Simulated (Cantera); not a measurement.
What does this Cantera script print?

```python
import numpy as np
import cantera as ct

gas_names = [...]  # 113 gases of nasa_gas.yaml made of C, F, H, Si
cond_names = """
    C(gr) C6H6(L) C7H8(L) C8H18(L),n-octa Si(cr) Si(L) SiC(b)
""".split()


# ... load() reads the species with a 1 bar reference pressure and builds the phases ...
atoms = {
    'c-C4F8': {'C': 4, 'F': 8},
    'Si': {'Si': 1},
    'CH4': {'C': 1, 'H': 4},
}
top_T = {'C(gr)': 4500, 'SiC(b)': 3050}  # K; cautious upper limits of use, not melting points


# ... equilibrate(T, P, feed) seeds the gas with the atoms and calls Mixture.equilibrate('TP', solver="vcs", rtol=1e-11, max_steps=5000) ...
results = []
feed = {'c-C4F8': 1, 'Si': 0.49, 'CH4': 0.0014}  # mol
P = 3.7  # Pa
for T in [1250, 1300, 1350, 1400, 1450, 1500, 1550]:
    mix = equilibrate(T, P, feed)
    results.append((T, P, feed, dict(zip(mix.species_names, mix.species_moles))))

top = {s: max(r[3][s] / sum(r[3][g] for g in gas_names) for r in results) for s in gas_names}
cols = sorted((s for s in top if top[s] > 1e-05), key=lambda s: -top[s])[:7]
seen = [c for c in cond_names if any(r[3].get(c, 0) > 1e-12 for r in results)]
print("log10 of partial pressures in bar; condensed amounts in mol")
print(f"{'T/K':>10s}" + "".join(f"{s[:9]:>10s}" for s in cols + seen))
for T, P, feed, n in results:
    ng = sum(n[g] for g in gas_names)
    print(f"{T:10.4g}" + "".join(f"{np.log10(max(n[s] / ng * P / 1e5, 1e-99)):10.3f}" for s in cols)
          + "".join(f"{n.get(c, 0):10.4g}" for c in seen))
```

Result:

```
log10 of partial pressures in bar; condensed amounts in mol
       T/K       CF4      SiF4       CF2         F        HF       CF3     C(gr)
      1250    -4.555    -5.044    -8.599    -9.047    -6.986    -9.503     2.493
      1300    -4.555    -5.044    -8.147    -8.539    -6.986    -9.137     2.493
      1350    -4.556    -5.044    -7.730    -8.068    -6.986    -8.799     2.492
      1400    -4.556    -5.044    -7.343    -7.631    -6.986    -8.485     2.492
      1450    -4.557    -5.045    -6.984    -7.224    -6.987    -8.194     2.491
      1500    -4.560    -5.046    -6.649    -6.845    -6.988    -7.924     2.488
      1550    -4.566    -5.049    -6.339    -6.491    -6.991    -7.673     2.484
```

These are equilibrium values from Cantera (NASA tables, ideal gas, pure condensed phases), not measurements of a reactor. The feed counts by its element totals alone. Gases not in the tables: C2F6 and larger saturated fluorocarbons.
